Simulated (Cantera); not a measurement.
An adiabatic, constant-volume homogeneous reactor starts with CH4 : C2H6 : O2 : N2 = 1 : 0.054 : 1.04 : 8.76 (molar parts), equivalence ratio 2.1, at 1298 K and 2330 Torr. Integrator tolerance rtol = 1e-08.

Detailed kinetics in Cantera: GRI-Mech 3.0 (53 species, 325 reactions).

Problem. What does this change do: N2 8.76 to 5.9 parts?

Solution. 
| quantity | before | after |
|---|---|---|
| time of steepest temperature rise | 4.66 ms | 3.00 ms |
| temperature at 0.200 s | 2150 K | 2377 K |
| equilibrium temperature | 2150 K | 2377 K |
| x(CH4) at 0.200 s | 8.37e-10 (gas-phase equilibrium 9.50e-10) | 7.50e-10 (gas-phase equilibrium 8.46e-10) |
| x(C2H6) at 0.200 s | <1e-12 (gas-phase equilibrium <1e-12) | <1e-12 (gas-phase equilibrium <1e-12) |
| x(O2) at 0.200 s | 5.07e-8 (gas-phase equilibrium 5.07e-8) | 6.89e-7 (gas-phase equilibrium 6.89e-7) |
| x(CH3) at 0.200 s | 8.66e-11 (gas-phase equilibrium 9.82e-11) | 2.06e-10 (gas-phase equilibrium 2.33e-10) |
| x(C2H) at 0.200 s | <1e-12 (gas-phase equilibrium <1e-12) | <1e-12 (gas-phase equilibrium <1e-12) |
| x(H2O2) at 0.200 s | 1.11e-10 (gas-phase equilibrium 1.11e-10) | 1.06e-9 (gas-phase equilibrium 1.06e-9) |

Problem. What does this change do: constant pressure in place of constant volume?

Solution. 
| quantity | before | after |
|---|---|---|
| time of steepest temperature rise | 4.66 ms | 5.18 ms |
| temperature at 0.200 s | 2150 K | 1935 K |
| equilibrium temperature | 2150 K | 1935 K |
| x(CH4) at 0.200 s | 8.37e-10 (gas-phase equilibrium 9.50e-10) | 2.00e-6 (gas-phase equilibrium 1.15e-9) |
| x(C2H6) at 0.200 s | <1e-12 (gas-phase equilibrium <1e-12) | <1e-12 (gas-phase equilibrium <1e-12) |
| x(O2) at 0.200 s | 5.07e-8 (gas-phase equilibrium 5.07e-8) | 3.85e-9 (gas-phase equilibrium 3.86e-9) |
| x(CH3) at 0.200 s | 8.66e-11 (gas-phase equilibrium 9.82e-11) | 7.02e-8 (gas-phase equilibrium 4.05e-11) |
| x(C2H) at 0.200 s | <1e-12 (gas-phase equilibrium <1e-12) | 3.47e-12 (gas-phase equilibrium <1e-12) |
| x(H2O2) at 0.200 s | 1.11e-10 (gas-phase equilibrium 1.11e-10) | 1.12e-11 (gas-phase equilibrium 1.12e-11) |

Problem. What does this change do: C2H6 0.054 to 0.14 parts?

Solution. 
```json
[
 {"quantity": "time of steepest temperature rise", "before": "4.66 ms", "after": "1.65 ms"},
 {"quantity": "temperature at 0.200 s", "before": "2150 K", "after": "2050 K"},
 {"quantity": "equilibrium temperature", "before": "2150 K", "after": "2050 K"},
 {"quantity": "x(CH4) at 0.200 s", "before": "8.37e-10 (gas-phase equilibrium 9.50e-10)", "after": "4.61e-9 (gas-phase equilibrium 4.88e-9)"},
 {"quantity": "x(C2H6) at 0.200 s", "before": "<1e-12 (gas-phase equilibrium <1e-12)", "after": "<1e-12 (gas-phase equilibrium <1e-12)"},
 {"quantity": "x(O2) at 0.200 s", "before": "5.07e-8 (gas-phase equilibrium 5.07e-8)", "after": "5.20e-9 (gas-phase equilibrium 5.20e-9)"},
 {"quantity": "x(CH3) at 0.200 s", "before": "8.66e-11 (gas-phase equilibrium 9.82e-11)", "after": "2.34e-10 (gas-phase equilibrium 2.48e-10)"},
 {"quantity": "x(C2H) at 0.200 s", "before": "<1e-12 (gas-phase equilibrium <1e-12)", "after": "<1e-12 (gas-phase equilibrium <1e-12)"},
 {"quantity": "x(H2O2) at 0.200 s", "before": "1.11e-10 (gas-phase equilibrium 1.11e-10)", "after": "2.08e-11 (gas-phase equilibrium 2.08e-11)"}
]
```
